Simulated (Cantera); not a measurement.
An adiabatic, constant-volume homogeneous reactor starts with CH4 : C2H6 : O2 : N2 : CO2 = 1 : 0.14 : 3.11 : 11.7 : 3.3 (molar parts), equivalence ratio 0.80, at 1498 K and 5.00 bar. Integrator tolerance rtol = 1e-08.

Cantera simulation using GRI-Mech 3.0 (53 species, 325 reactions); the numbers are that mechanism's predictions, not measurements.

**Question.** What does this change do: initial temperature 1498 to 1600 K?

**Answer.** 
| quantity | before | after |
|---|---|---|
| time of steepest temperature rise | 84.7 µs | 39.0 µs |
| temperature at 0.600 s | 2651 K | 2693 K |
| equilibrium temperature | 2651 K | 2693 K |
| x(CH4) at 0.600 s | <1e-12 (gas-phase equilibrium <1e-12) | <1e-12 (gas-phase equilibrium <1e-12) |
| x(C2H6) at 0.600 s | <1e-12 (gas-phase equilibrium <1e-12) | <1e-12 (gas-phase equilibrium <1e-12) |
| x(O2) at 0.600 s | 0.0379 (gas-phase equilibrium 0.0379) | 0.0396 (gas-phase equilibrium 0.0396) |
| x(HCN) at 0.600 s | 3.91e-10 (gas-phase equilibrium 3.91e-10) | 5.73e-10 (gas-phase equilibrium 5.73e-10) |
| x(NO2) at 0.600 s | 1.06e-5 (gas-phase equilibrium 1.06e-5) | 1.11e-5 (gas-phase equilibrium 1.11e-5) |
| x(H2O) at 0.600 s | 0.116 (gas-phase equilibrium 0.116) | 0.114 (gas-phase equilibrium 0.114) |
| x(HO2) at 0.600 s | 1.07e-5 (gas-phase equilibrium 1.07e-5) | 1.19e-5 (gas-phase equilibrium 1.19e-5) |

**Question.** What does this change do: initial temperature 1498 to 1275 K?

**Answer.** 
```json
[
 {"quantity": "time of steepest temperature rise", "before": "84.7 µs", "after": "0.619 ms"},
 {"quantity": "temperature at 0.600 s", "before": "2651 K", "after": "2550 K"},
 {"quantity": "equilibrium temperature", "before": "2651 K", "after": "2550 K"},
 {"quantity": "x(CH4) at 0.600 s", "before": "<1e-12 (gas-phase equilibrium <1e-12)", "after": "<1e-12 (gas-phase equilibrium <1e-12)"},
 {"quantity": "x(C2H6) at 0.600 s", "before": "<1e-12 (gas-phase equilibrium <1e-12)", "after": "<1e-12 (gas-phase equilibrium <1e-12)"},
 {"quantity": "x(O2) at 0.600 s", "before": "0.0379 (gas-phase equilibrium 0.0379)", "after": "0.0347 (gas-phase equilibrium 0.0347)"},
 {"quantity": "x(HCN) at 0.600 s", "before": "3.91e-10 (gas-phase equilibrium 3.91e-10)", "after": "1.43e-10 (gas-phase equilibrium 1.43e-10)"},
 {"quantity": "x(NO2) at 0.600 s", "before": "1.06e-5 (gas-phase equilibrium 1.06e-5)", "after": "9.69e-6 (gas-phase equilibrium 9.69e-6)"},
 {"quantity": "x(H2O) at 0.600 s", "before": "0.116 (gas-phase equilibrium 0.116)", "after": "0.119 (gas-phase equilibrium 0.119)"},
 {"quantity": "x(HO2) at 0.600 s", "before": "1.07e-5 (gas-phase equilibrium 1.07e-5)", "after": "8.19e-6 (gas-phase equilibrium 8.19e-6)"}
]
```
